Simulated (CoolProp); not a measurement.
A Linde-Hampson liquefier for CF4 (R14): isothermal reversible compression at 250 K from 1 atm to 20 MPa, throttling to 1 atm, return gas leaving the recuperator 5 K below the feed. Each further row changes one setting.

Values from CoolProp's reference Helmholtz-energy equation of state, Platzer 1990. This equation is an older, rougher fit; its heat capacities, sound speeds and derivatives of the liquid may be far off and weren't checked against measurements.

| case | liquid yield per pass | compression work (kJ/kg of gas) |
|---|---|---|
| as stated | ? | 100 |
| high pressure 40 MPa | ? | ? |
| warm-end temperature 280 K | 0.320 | ? |
| warm-end gap 10 K | ? | 100 |

Q: Fill in the missing entries.

A: 
- as stated, liquid yield per pass: 0.425
- high pressure 40 MPa, liquid yield per pass: 0.418
- high pressure 40 MPa, compression work (kJ/kg of gas): 116
- warm-end temperature 280 K, compression work (kJ/kg of gas): 121
- warm-end gap 10 K, liquid yield per pass: 0.416
